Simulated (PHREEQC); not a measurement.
A solution holds 0.68 mmol/kgw Na2SiF6, at 70 °C. Closed to the air; pH follows from the charge balance.

Computed with PHREEQC (ion-association model, phreeqc.dat).

```csv
quantity,before,after
pH,3.42,3.70
ionic strength (mol/kgw),0.00177,0.000478
```

Name the change that produced these shifts.
(A) diluted 5-fold with water
(B) 8.6e-06 mol/kgw H2SO4 added
(C) 0.0001 mol/kgw H2SO4 added
(D) Na2SiF6 replaced by Na2HPO4 at the same molality
(E) Na2SiF6 from 0.00068 to 0.00136 mol/kgw

A, diluted 5-fold with water

This is a speciation only: nothing precipitates in the calculation. Some of these states are supersaturated (in Quartz (slow to form), for instance). At this temperature some constants are extrapolated from 25 °C, and those without enthalpy data are left unchanged. SiF6-2 is the database's only silicon fluoride.
